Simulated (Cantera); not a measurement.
Feed: 1 mol SiO2, 53 mol HCl, 0.5 mol H2, at 1102 °C and 61.0 Pa.

Cantera equilibrium calculation (NASA polynomials, part measured and part estimated; ideal gas, pure solids and liquids). Candidate condensed phases: H2O, Si, SiO2; 30 gas species. The tables hold silica as quartz up to 1696 K and as liquid above; real silica turns to tridymite and cristobalite and melts near 1996 K. Equilibrium is a limit: real reactors are often held back by kinetics, nucleation or transport.

Base state: HCl 0.989, H2 0.00989, Cl 0.00114, H2O 7.65e-5, SiCl4 2.79e-5, H 1.38e-5 (mole fractions); condensed: SiO2(β-quartz).

**Question.** What changes in the equilibrium state with this change: SiO2 replaced by B2O3?

**Answer.** 
| species | before | after |
|---|---|---|
| HCl | 0.989 | 0.975 |
| H2 | 0.00989 | 0.00979 |
| HBO2 | 0 | 0.00558 |
| BOCl | 0 | 0.00532 |
| SiCl4 | 2.79e-5 | 0 |
| B2O3 | 0 | 0.00216 |
| BCl3 | 0 | 0.000240 |
| B3O3Cl3 | 0 | 7.72e-5 |
| HBO | 0 | 3.49e-5 |
| H2O | 7.65e-5 | 0.000367 |
| SiO2(β-quartz), mol | 0.998 | 0 |
| B2O3(l), mol | 0 | 0.576 |
The tables' values for BOCl are old estimates; treat these amounts as uncertain. Gases not in the tables: BHCl2. Further candidate phases: B, B2O3, B3O3H3.

**Question.** What changes in the equilibrium state with this change: H2 from 0.5 to 14 mol?

**Answer.** 
```csv
species,before,after
HCl,0.989,0.791
H2,0.00989,0.209
Cl,0.00114,0.000199
SiO,6.97e-6,8.73e-5
SiCl4,2.79e-5,4.02e-6
SiCl2,2.79e-6,1.33e-5
H,1.38e-5,6.34e-5
H2O,7.65e-5,0.000129
"SiO2(β-quartz), mol",0.998,0.993
```

**Question.** What changes in the equilibrium state with this change: H2 from 0.5 to 4.7 mol?

**Answer.** 
| species | before | after |
|---|---|---|
| HCl | 0.989 | 0.918 |
| H2 | 0.00989 | 0.0815 |
| Cl | 0.00114 | 0.000369 |
| SiO | 6.97e-6 | 4.35e-5 |
| SiCl2 | 2.79e-6 | 1.14e-5 |
| H | 1.38e-5 | 3.96e-5 |
| SiO2(β-quartz), mol | 0.998 | 0.996 |
